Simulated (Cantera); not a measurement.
# Thermodynamics of carbothermic reduction, feed Fe₂O₃ + CO + N₂

Input: 1 mol Fe₂O₃, 2.5 mol CO, 0.12 mol N₂, held at 7.70 bar.

These are equilibrium values from Cantera (NASA tables, ideal gas, pure condensed phases), not measurements of a reactor. Candidate condensed phases: C, Fe, Fe(CO)₅, FeO, Fe₂O₃, Fe₃O₄; 27 gas species. The tables' stoichiometric FeO is somewhat more stable than real wüstite, so its field is too wide. FeO: taken at fixed stoichiometry. The numbers say what is thermodynamically allowed, not how fast it happens.

```tsv
T (K)	x CO	x CO₂	x N₂	x Fe	n FeO(s)	n FeO(l)
1375	0.573	0.382	0.0458	2.81e-10	2.00	0
1475	0.573	0.382	0.0458	2.80e-9	2.00	0
1575	0.573	0.382	0.0458	2.06e-8	2.00	0
1675	0.573	0.382	0.0458	1.15e-7	0	2.00
1775	0.573	0.382	0.0458	4.89e-7	0	2.00
1875	0.573	0.382	0.0458	1.77e-6	0	2.00
1975	0.573	0.382	0.0458	5.57e-6	0	2.00
```
x: gas mole fraction; n: condensed amount in mol.

From 1375 K to 1575 K the condensed part is FeO(s). From 1675 K to 1975 K the condensed part is FeO(l).
